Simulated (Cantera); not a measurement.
Input: 1 mol Ti(OiPr)4, 7.8 mol CH4, 7.1 mol H2, at 1.33 mbar.

Cantera equilibrium calculation (NASA polynomials, part measured and part estimated; ideal gas, pure solids and liquids). Candidate condensed phases: C, C6H6, C7H8, C8H18, H2O, Ti, TiC, TiO, TiO2, Ti2O3, Ti3O5, Ti4O7; 113 gas species. The feed counts by its element totals alone. TiC: taken at fixed stoichiometry. The numbers say what is thermodynamically allowed, not how fast it happens.

Q: At 1625 K, list the 4 most abundant gas species with their mole fractions, and the condensed phases.

A: H2 0.900, CO 0.0982, H 0.00183, C2H2 (acetylene) 3.20e-5. Condensed: C(graphite) + TiC(s).
